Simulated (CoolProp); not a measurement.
Values from CoolProp's reference Helmholtz-energy equation of state, Gao 2022.

Q: Give the vapour pressure (kPa), liquid density (kg/m³), vapour density (kg/m³), enthalpy of vaporisation (kJ/kg) of saturated n-perfluorohexane at 372.3, 377.6 K.

A: 
```csv
T (K),p (kPa),liquid density (kg/m³),vapour density (kg/m³),enthalpy of vaporisation (kJ/kg)
372.3,348,1430,44.9,71.0
377.6,397,1410,51.6,69.1
```
